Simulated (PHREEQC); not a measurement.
Make-up at 25 °C: 0.02 mol KOH, 4.2e-07 mol H4SiO4 and 0.0042 mol CO2 per kg of water. Closed to the air; pH follows from the charge balance.

Model: ion-association model, phreeqc.dat, run in PHREEQC.

Problem. The ionic strength comes out as 0.0241 mol/kgw. What activity coefficients do K+, OH-, CO3-2, HCO3- get?

Solution. K+ 0.86, OH- 0.86, CO3-2 0.56, HCO3- 0.87.

This is a speciation only: nothing precipitates in the calculation.
